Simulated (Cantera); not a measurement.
Cantera with NASA thermochemical tables; ideal gases at 1 bar, condensed phases pure. Values are per mole of reaction as written; species without (g) are pure solids or liquids, kept so even where they would boil at 1 bar.

6 H₂O(g) + 5 P₂(g) + 6 NH₃(g) ⇌ 6 NO(g) + 10 PH₃(g), with ΔH° = 1610.1 kJ and ΔS° = -13.0 J/K at 300 K.

Task: How far is the shortcut ΔG° ≈ ΔH°(300 K) − T·ΔS°(300 K) from the full temperature-dependent value at 600, 675, 750, 825, 900, 975, 1050 K?

Result: 
```
T (K)  shortcut (kJ)  full (kJ)  difference (kJ)  difference in log10 K
-----  -------------  ---------  ---------------  ---------------------
600           1618.0     1619.1             -1.1                   0.10
675           1618.9     1620.0             -1.0                   0.08
750           1619.9     1620.5             -0.6                   0.04
825           1620.9     1620.7              0.2                  -0.01
900           1621.9     1620.4              1.5                  -0.09
975           1622.8     1619.6              3.2                  -0.17
1050          1623.8     1618.5              5.3                  -0.27
```
The shortcut ignores the heat-capacity change of the reaction.
